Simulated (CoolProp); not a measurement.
Values from CoolProp's reference Helmholtz-energy equation of state, Rui 2013.

For R236EA, give the phase and the density (kg/m³), Joule-Thomson coefficient (K/MPa), isothermal compressibility (1/MPa) at 412 K and 12 bar; 412 K and 20 bar.


- 412 K and 12 bar: gas; density 61.4, Joule-Thomson coefficient 9.79, isothermal compressibility 0.975
- 412 K and 20 bar: gas; density 117, Joule-Thomson coefficient 11.5, isothermal compressibility 0.701
